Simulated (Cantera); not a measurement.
What does this Cantera script print?

```python
import numpy as np
import cantera as ct

gas_names = [...]  # 91 gases of nasa_gas.yaml made of C, Cl, H
cond_names = """
    C(gr) C6H6(L) C7H8(L) C8H18(L),n-octa
""".split()


# ... load() reads the species with a 1 bar reference pressure and builds the phases ...
atoms = {
    'CH3Cl': {'C': 1, 'H': 3, 'CL': 1},
    'HCl': {'H': 1, 'CL': 1},
}
top_T = {'C(gr)': 4500}  # K; cautious upper limits of use, not melting points


# ... equilibrate(T, P, feed) seeds the gas with the atoms and calls Mixture.equilibrate('TP', solver="vcs", rtol=1e-11, max_steps=5000) ...
results = []
feed = {'CH3Cl': 1, 'HCl': 0.27}  # mol
P = 2200  # Pa
for T in [848, 1048, 1248, 1448, 1648, 1848, 2048, 2248]:
    mix = equilibrate(T, P, feed)
    results.append((T, P, feed, dict(zip(mix.species_names, mix.species_moles))))

top = {s: max(r[3][s] / sum(r[3][g] for g in gas_names) for r in results) for s in gas_names}
cols = sorted((s for s in top if top[s] > 0.001), key=lambda s: -top[s])[:9]
seen = [c for c in cond_names if any(r[3].get(c, 0) > 1e-12 for r in results)]
print("log10 of partial pressures in bar; condensed amounts in mol")
print(f"{'T/K':>10s}" + "".join(f"{s[:9]:>10s}" for s in cols + seen))
for T, P, feed, n in results:
    ng = sum(n[g] for g in gas_names)
    print(f"{T:10.4g}" + "".join(f"{np.log10(max(n[s] / ng * P / 1e5, 1e-99)):10.3f}" for s in cols)
          + "".join(f"{n.get(c, 0):10.4g}" for c in seen))
```

Result:

```
log10 of partial pressures in bar; condensed amounts in mol
       T/K       HCL        H2         H        CL       CH4 C2H2,acet     C(gr)
       848    -1.909    -2.018   -11.729   -11.618    -4.229   -13.071    0.9939
      1048    -1.910    -2.014    -9.119    -9.054    -5.262   -10.419    0.9994
      1248    -1.910    -2.014    -7.338    -7.301    -5.980    -8.627    0.9999
      1448    -1.910    -2.014    -6.042    -6.027    -6.504    -7.337         1
      1648    -1.910    -2.014    -5.057    -5.059    -6.901    -6.363    0.9999
      1848    -1.913    -2.015    -4.283    -4.300    -7.211    -5.604    0.9995
      2048    -1.921    -2.019    -3.659    -3.692    -7.463    -4.998    0.9979
      2248    -1.946    -2.030    -3.149    -3.205    -7.685    -4.510    0.9933
```

Equilibrium computed with Cantera from the NASA thermochemical tables; the gas is ideal and each condensed phase is pure.
